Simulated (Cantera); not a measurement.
What does this Cantera script print?

```python
import numpy as np
import cantera as ct

gas = ct.Solution("SiF4_NH3_mec.yaml", "gas")
gas.TPX = 2250, 42000, {'NH3': 1, 'H2': 1.5, 'N2': 0.0072}
reactor = ct.IdealGasConstPressureReactor(gas, energy="off", clone=False)
net = ct.ReactorNet([reactor])
net.rtol, net.atol = 1e-08, 1e-18
show = ['NH3', 'H2', 'NH2', 'N2H4', 'N2H2', 'N2']
times = np.geomspace(0.0003, 4, 15)

steps = ct.SolutionArray(gas, extra=["t"])
rows = []
print(f"{'t/s':>10s}{'T/K':>9s}{'P/Pa':>11s}" + "".join(f"{s:>11s}" for s in show))
for t in times:
    while net.time < t:
        t_next = net.step()
        steps.append(gas.state, t=t_next)
    rows.append([np.interp(t, steps.t, y) for y in (steps.T, steps.P, *steps(*show).X.T)])
    print(f"{t:10.3e}{rows[-1][0]:9.1f}{rows[-1][1]:11.4g}" + "".join(f"{x:11.3e}" for x in rows[-1][2:]))
rate = np.gradient(steps.T, steps.t)
print("integrator steps:", len(steps.t))
if steps.T.max() > steps.T[0] + 200:
    print(f"time of steepest temperature rise: {steps.t[rate.argmax()]:.4e} s")
gas.TPX = 2250, 42000, {'NH3': 1, 'H2': 1.5, 'N2': 0.0072}
gas.equilibrate("TP")
print(f"equilibrium (TP): T = {gas.T:.1f} K  " + "  ".join(f"{s} {gas[s].X[0]:.3e}" for s in show))
```

Result:

```
       t/s      T/K       P/Pa        NH3         H2        NH2       N2H4       N2H2         N2
 3.000e-04   2250.0    4.2e+04  3.841e-01  6.058e-01  1.900e-03  1.165e-07  6.598e-06  7.161e-03
 5.912e-04   2250.0    4.2e+04  3.691e-01  6.154e-01  1.849e-03  1.104e-07  6.271e-06  1.250e-02
 1.165e-03   2250.0    4.2e+04  3.417e-01  6.331e-01  1.755e-03  9.938e-08  5.688e-06  2.227e-02
 2.296e-03   2250.0    4.2e+04  2.948e-01  6.633e-01  1.587e-03  8.134e-08  4.735e-06  3.902e-02
 4.526e-03   2250.0    4.2e+04  2.233e-01  7.094e-01  1.316e-03  5.590e-08  3.390e-06  6.454e-02
 8.919e-03   2250.0    4.2e+04  1.337e-01  7.670e-01  9.327e-04  2.808e-08  1.878e-06  9.654e-02
 1.758e-02   2250.0    4.2e+04  5.159e-02  8.195e-01  4.956e-04  7.924e-09  6.645e-07  1.259e-01
 3.464e-02   2250.0    4.2e+04  6.912e-03  8.460e-01  1.337e-04  5.756e-10  8.336e-08  1.417e-01
 6.827e-02   2250.0    4.2e+04  2.412e-04  8.456e-01  9.302e-06  2.775e-12  6.761e-10  1.438e-01
 1.345e-01   2250.0    4.2e+04  5.591e-05  8.455e-01  2.196e-06  1.547e-13  3.874e-11  1.438e-01
 2.652e-01   2250.0    4.2e+04  2.214e-05  8.455e-01  8.699e-07  2.427e-14  6.573e-12  1.438e-01
 5.226e-01   2250.0    4.2e+04  1.018e-05  8.455e-01  3.999e-07  5.129e-15  1.849e-12  1.438e-01
 1.030e+00   2250.0    4.2e+04  5.066e-06  8.455e-01  1.991e-07  1.272e-15  8.973e-13  1.438e-01
 2.030e+00   2250.0    4.2e+04  2.806e-06  8.455e-01  1.103e-07  3.911e-16  6.799e-13  1.438e-01
 4.000e+00   2250.0    4.2e+04  1.934e-06  8.455e-01  7.601e-08  1.864e-16  6.294e-13  1.438e-01
integrator steps: 1620
equilibrium (TP): T = 2250.0 K  NH3 1.724e-06  H2 8.455e-01  NH2 6.774e-08  N2H4 1.483e-16  N2H2 6.200e-13  N2 1.438e-01
```

Model: the gas-phase N/H chemistry of the illustrative SiF4/NH3 mechanism in the Surface Chemkin manual (1991), integrated in Cantera. Walls and surfaces, which speed up NH3 decomposition in real reactors, are not modelled.
